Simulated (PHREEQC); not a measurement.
A made-up water analysis in mg/L, 10 °C, pH 1.93, pe 10.2: Na 211; K 399; Ca 168; Mg 145; Cl 310; S(6) as SO4 2660; Cu(2) 16.7; Fe(3) 18.8; Br 13; B 0.101.

Valence states are taken as typed.

Model: ion-association model, wateq4f.dat, run in PHREEQC.

This is a speciation only: nothing precipitates in the calculation.

Task: Order these Ca species by the share of Ca that they hold, largest first: CaSO4, Ca+2, CaHSO4+.

Result: Ca+2 (65 %), CaSO4 (33 %), CaHSO4+ (2.4 %)

Task: Order these S species by the share of S that they hold, largest first: CaSO4, KSO4-, SO4-2, HSO4-, MgSO4.

Result: SO4-2 (58 %), HSO4- (26 %), MgSO4 (6.9 %), CaSO4 (5.0 %), KSO4- (1.3 %)

The pH is 1.93 and the ionic strength 0.0713 mol/kgw. The solution is supersaturated, for example in Hematite (slow to form), Goethite (slow to form), so a real one may precipitate; this is no full list. Species that the database lacks are ignored. Constants without temperature data keep their 25 °C values here.
